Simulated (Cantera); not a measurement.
Input: 1 mol SiF4, 1.9 mol HCl, 820 mol H2, 1.1 mol CH4, equilibrated at 1.73 Torr.

Equilibrium computed with Cantera from the NASA thermochemical tables; the gas is ideal and each condensed phase is pure. Candidate condensed phases: C, C6H6, C7H8, C8H18, Si, SiC; 143 gas species. Equilibrium is a limit: real reactors are often held back by kinetics, nucleation or transport.

Q: What share of the Si ends up in condensed phases as a function of T (K), at 1148, 1223, 1298, 1373, 1448, 1523, 1598, 1673, 1748, 1823, 1898, 1973, 2048, 2123?

A: 
```
T (K)  Si condensed (%)      as
-----  ----------------  ------
1148               13.2  SiC(s)
1223               25.9  SiC(s)
1298               44.4  SiC(s)
1373               65.7  SiC(s)
1448               82.4  SiC(s)
1523               90.2  SiC(s)
1598               92.7  SiC(s)
1673               93.1  SiC(s)
1748               91.9  SiC(s)
1823               85.5  SiC(s)
1898               67.2  SiC(s)
1973               17.5  SiC(s)
2048                0.0       -
2123                0.0       -
```
